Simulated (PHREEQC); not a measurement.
0.1 g of hydrous ferric oxide (600 m²/g; 0.2 weak and 0.005 strong sites per Fe, Dzombak-Morel constants, diffuse double layer) in 1 kg of water with 0.1 mol/kgw of an inert sodium salt, at 25 °C; the pH is set by adding NaOH or the inert anion's acid. Oxygen alone is held at its pressure in air (log pO2 = -0.68). The system is closed to CO2. Nothing may precipitate in this run.

Base run: PHREEQC, ion-association model, wateq4f.dat. Each further column changes one thing. The table gives surface charge σ (C/m²).

```
pH       base  background salt from 0.1 to 0.01 mol/kgw  oxide from 0.1 to 0.5 g/kgw  0.00032 mol/kgw H3BO3 added
-----  ------  ----------------------------------------  ---------------------------  ---------------------------
3       0.363                                     0.325                        0.363                        0.363
3.67    0.342                                     0.255                        0.342                        0.342
4.33    0.291                                     0.178                        0.291                        0.291
5.67    0.142                                     0.066                        0.142                        0.142
6.33    0.085                                     0.036                        0.086                        0.085
7       0.045                                     0.017                        0.045                        0.045
7.67    0.016                                     0.006                        0.016                        0.016
8.33   -0.008                                    -0.003                       -0.008                       -0.008
9.67   -0.071                                    -0.029                       -0.071                       -0.071
10.33  -0.121                                    -0.055                       -0.121                       -0.121
11     -0.190                                    -0.099                       -0.190                       -0.190
```

The oxide is taken as insoluble; below pH 4 it would dissolve.
